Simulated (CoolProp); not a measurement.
Acetone along the isotherm 550 K: Z from the reference equation and from simpler models built on Tc = 508.1 K, pc = 4.692 MPa, ω = 0.307; each cubic takes its own stable root.

Values from CoolProp's reference Helmholtz-energy equation of state, Lemmon 2006. It is a short technical equation, of lower accuracy than the large ones.

| p (MPa) | phase | reference | Soave-Redlich-Kwong | Peng-Robinson |
|---|---|---|---|---|
| 0.0742 | gas | 0.9953 | 0.9959 | 0.9954 |
| 0.12 | gas | 0.9923 | 0.9934 | 0.9925 |
| 0.194 | gas | 0.9876 | 0.9893 | 0.9878 |
| 0.313 | gas | 0.9799 | 0.9827 | 0.9803 |
| 0.505 | gas | 0.9675 | 0.9719 | 0.9681 |
| 0.817 | gas | 0.9470 | 0.9541 | 0.9481 |
| 1.32 | gas | 0.9134 | 0.9247 | 0.9152 |
| 2.13 | gas | 0.8573 | 0.8753 | 0.8603 |
| 3.44 | gas | 0.7604 | 0.7884 | 0.7657 |
| 5.56 | supercritical | 0.5782 | 0.6222 | 0.5918 |
| 8.99 | supercritical | 0.3240 | 0.4453 | 0.4126 |
| 14.5 | supercritical | 0.4008 | 0.5315 | 0.4840 |
| 23.5 | supercritical | 0.5719 | 0.7281 | 0.6589 |
